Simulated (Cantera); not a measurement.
A Cantera script and what it prints.

```python
import numpy as np
import cantera as ct

gas_names = [...]  # 113 gases of nasa_gas.yaml made of C, H, O, Ti
cond_names = """
    C(gr) C6H6(L) C7H8(L) C8H18(L),n-octa H2O(s) H2O(L) Ti(a) Ti(b) Ti(L) TiC(s) TiC(L) TiO(a) TiO(b)
    TiO(L) TiO2(ru) TiO2(L) Ti2O3(a) Ti2O3(b) Ti2O3(L) Ti3O5(a) Ti3O5(b) Ti3O5(L) Ti4O7(s) Ti4O7(L)
""".split()


# ... load() reads the species with a 1 bar reference pressure and builds the phases ...
atoms = {
    'Ti(OiPr)4': {'Ti': 1, 'C': 12, 'H': 28, 'O': 4},
    'H2': {'H': 2},
}
top_T = {'C(gr)': 4500}  # K; cautious upper limits of use, not melting points


# ... equilibrate(T, P, feed) seeds the gas with the atoms and calls Mixture.equilibrate('TP', solver="vcs", rtol=1e-11, max_steps=5000) ...
results = []
feed = {'Ti(OiPr)4': 1, 'H2': 20}  # mol
T = 1348.15  # K
for P in [10, 32, 100, 320, 1000, 3200, 10000, 32000, 100000]:
    mix = equilibrate(T, P, feed)
    results.append((T, P, feed, dict(zip(mix.species_names, mix.species_moles))))
    x = sorted(zip(gas.X, gas.species_names), reverse=True)
    print(f"T = {T:g} K  P = {P:g} Pa  gas = {mix.phase_moles(0):.4g} mol")
    print("   x: " + "  ".join(f"{s} {v:.3e}" for v, s in x if v > 1e-05))
    print("   condensed (mol): " + ("  ".join(f"{mix.phase(i).name} {mix.phase_moles(i):.4g}"
          for i in range(1, mix.n_phases) if mix.phase_moles(i) > 1e-12) or "none"))
```

It prints:

```
T = 1348.15 K  P = 10 Pa  gas = 38 mol
   x: H2 8.945e-01  CO 1.053e-01  H 2.193e-04
   condensed (mol): C(gr) 7  TiC(s) 1
T = 1348.15 K  P = 32 Pa  gas = 38 mol
   x: H2 8.946e-01  CO 1.053e-01  H 1.226e-04
   condensed (mol): C(gr) 7  TiC(s) 1
T = 1348.15 K  P = 100 Pa  gas = 38 mol
   x: H2 8.947e-01  CO 1.053e-01  H 6.936e-05
   condensed (mol): C(gr) 7  TiC(s) 1
T = 1348.15 K  P = 320 Pa  gas = 38 mol
   x: H2 8.947e-01  CO 1.053e-01  H 3.877e-05  CH4 1.493e-05
   condensed (mol): C(gr) 6.999  TiC(s) 1
T = 1348.15 K  P = 1000 Pa  gas = 38 mol
   x: H2 8.947e-01  CO 1.053e-01  CH4 4.666e-05  H 2.193e-05
   condensed (mol): C(gr) 6.998  TiC(s) 1
T = 1348.15 K  P = 3200 Pa  gas = 37.99 mol
   x: H2 8.946e-01  CO 1.053e-01  CH4 1.493e-04  H2O 1.755e-05  H 1.226e-05
   condensed (mol): C(gr) 6.995  TiC(s) 1
T = 1348.15 K  P = 10000 Pa  gas = 37.98 mol
   x: H2 8.942e-01  CO 1.053e-01  CH4 4.661e-04  H2O 5.483e-05
   condensed (mol): C(gr) 6.984  TiC(s) 1
T = 1348.15 K  P = 32000 Pa  gas = 36.81 mol
   x: H2 9.204e-01  CO 7.789e-02  CH4 1.580e-03  H2O 1.336e-04
   condensed (mol): C(gr) 8.751  TiC(s) 0.3235  Ti3O5(b) 0.2255
T = 1348.15 K  P = 100000 Pa  gas = 36.14 mol
   x: H2 9.304e-01  CO 6.419e-02  CH4 5.046e-03  H2O 3.479e-04  CO2 1.226e-05
   condensed (mol): C(gr) 9.497  Ti3O5(b) 0.3333
```

Method: chemical equilibrium by Gibbs-energy minimisation in Cantera with the NASA 1993 tables (ideal gas, pure condensed phases). The feed counts by its element totals alone. Mutual solubility and eutectic melting of coexisting phases are not modelled. TiC: taken at fixed stoichiometry.
